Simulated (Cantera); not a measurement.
An isothermal, constant-pressure homogeneous reactor starts with 26.7 % C₃H₈, 72.1 % H₂, 1.20 % N₂, at 1125 K and 64.5 Torr.

Cantera simulation using GRI-Mech 3.0 (53 species, 325 reactions); the numbers are that mechanism's predictions, not measurements. GRI-Mech 3.0 was tuned for natural gas; its chemistry of propane as a main component is partial and can be far from experiment. GRI-Mech 3.0 stops at C3 and has no aromatics, soot or wall deposition, so with more carbon than oxygen in the feed, carbon stays in small species such as C2H2 where larger ones or solid carbon would form.

x: mole fraction; the columns are a selection and need not sum to one.

| t (s) | x C₃H₈ | x H₂ | x C₂H₄ | x CH₄ | x C₂H₂ | x C₂H₆ | x CH₃ |
|---|---|---|---|---|---|---|---|
| 8.00e-6 | 0.267 | 0.721 | 7.73e-8 | 5.44e-8 | <1e-12 | ___ | 7.83e-7 |
| 4.58e-5 | 0.267 | 0.721 | 3.63e-6 | 2.00e-6 | <1e-12 | ___ | 5.34e-6 |
| 0.000262 | 0.267 | 0.721 | 0.000118 | 8.86e-5 | 2.50e-10 | ___ | 4.17e-5 |
| 0.00150 | 0.263 | 0.719 | 0.00283 | 0.00261 | 1.81e-7 | ___ | 0.000161 |
| 0.00856 | 0.236 | 0.704 | 0.0243 | 0.0231 | 1.47e-5 | ___ | 0.000167 |
| 0.0490 | 0.126 | 0.643 | 0.110 | 0.106 | 0.000440 | ___ | 0.000119 |
| 0.280 | 0.00564 | 0.577 | 0.199 | 0.199 | 0.00520 | ___ | 2.18e-5 |
| 1.60 | 3.17e-5 | 0.576 | 0.192 | 0.204 | 0.0140 | ___ | 6.03e-6 |
| 9.17 | 1.23e-5 | 0.582 | 0.162 | 0.207 | 0.0376 | ___ | 5.59e-6 |
| 52.4 | 8.83e-6 | 0.576 | 0.126 | 0.227 | 0.0602 | ___ | 5.19e-6 |
| 300 | 7.01e-6 | 0.528 | 0.106 | 0.298 | 0.0562 | ___ | 4.95e-6 |

### Question
Some entries are withheld; supply them.

### Answer

- 8.00e-6, x C₂H₆: 1.40e-8
- 4.58e-5, x C₂H₆: 3.88e-7
- 0.000262, x C₂H₆: 6.54e-6
- 0.00150, x C₂H₆: 9.79e-5
- 0.00856, x C₂H₆: 0.000880
- 0.0490, x C₂H₆: 0.00350
- 0.280, x C₂H₆: 0.00426
- 1.60, x C₂H₆: 0.00373
- 9.17, x C₂H₆: 0.00312
- 52.4, x C₂H₆: 0.00240
- 300, x C₂H₆: 0.00186
